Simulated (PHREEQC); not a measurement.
Reverse-osmosis reject (model solution)

Model water analysis in mg/L, 25 °C, pH 6.01, pe 8:

```tsv
constituent	mg/L
Na	53.7
K	4.25
Ca	221
Mg	139
Cl	229
S(6) as SO4	2.9
Alkalinity as HCO3	1130
Sr	0.261
Cu(2)	0.229
```

Valence states are taken as typed.

The numbers come from PHREEQC with the ion-association model, wateq4f.dat.

The ionic strength comes out as 0.0340 mol/kgw and the charge-balance error is -0.2 %.

```csv
species,molality,activity,log γ
CO2,0.0322,0.0325,0.003
HCO3-,0.0174,0.0148,-0.071
Cl-,0.00647,0.00542,-0.077
Mg+2,0.00516,0.00274,-0.275
Ca+2,0.00495,0.00258,-0.283
Na+,0.00232,0.00196,-0.073
CaHCO3+,0.000569,0.000486,-0.069
MgHCO3+,0.000563,0.000473,-0.076
K+,0.000109,9.12e-5,-0.077
SO4-2,1.90e-5,9.73e-6,-0.290
NaHCO3,1.62e-5,1.63e-5,0.003
MgSO4,6.19e-6,6.24e-6,0.003
```

Precipitation was switched off in this run. Complexes and solids missing from the database can't appear.
